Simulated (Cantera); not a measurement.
An isothermal, constant-pressure homogeneous reactor starts with CH4 : H2 : N2 = 0.024 : 1 : 0.0015 (molar parts), at 2525 K and 0.0267 bar.

Computed with Cantera and GRI-Mech 3.0 (53 species, 325 reactions). GRI-Mech 3.0 stops at C3 and has no aromatics, soot or wall deposition, so with more carbon than oxygen in the feed, carbon stays in small species such as C2H2 where larger ones or solid carbon would form. Radical loss at walls, strong at low pressure, is not modelled.

x: mole fraction; the columns are a selection and need not sum to one.

```csv
t (s),x CH4,x H2,x HCN,x H,x C2H2,x CH2,x C2H
1.00e-6,0.0234,0.975,<1e-12,3.79e-5,<1e-12,1.32e-9,<1e-12
6.45e-6,0.0232,0.975,<1e-12,0.000279,1.05e-10,5.90e-8,<1e-12
4.16e-5,0.0225,0.973,2.85e-12,0.00201,2.47e-7,2.51e-6,3.80e-11
0.000268,___,0.963,___,___,___,___,___
0.00173,___,0.949,___,___,___,___,___
0.0112,0.000127,0.932,1.28e-6,0.0553,0.0109,1.30e-5,4.90e-5
0.0721,7.62e-6,0.886,2.81e-6,0.101,0.0107,2.91e-6,9.28e-5
0.465,2.68e-6,0.832,1.82e-5,0.157,0.0104,2.76e-6,0.000147
3.00,2.63e-6,0.830,0.000123,0.158,0.0103,2.75e-6,0.000148
```

Problem. Fill in the missing entries.

Solution. 
- 0.000268, x CH4: 0.0182
- 0.000268, x HCN: 2.45e-9
- 0.000268, x H: 0.0124
- 0.000268, x C2H2: 0.000260
- 0.000268, x CH2: 6.81e-5
- 0.000268, x C2H: 2.52e-7
- 0.00173, x CH4: 0.00345
- 0.00173, x HCN: 2.96e-7
- 0.00173, x H: 0.0352
- 0.00173, x C2H2: 0.00829
- 0.00173, x CH2: 0.000116
- 0.00173, x C2H: 2.32e-5
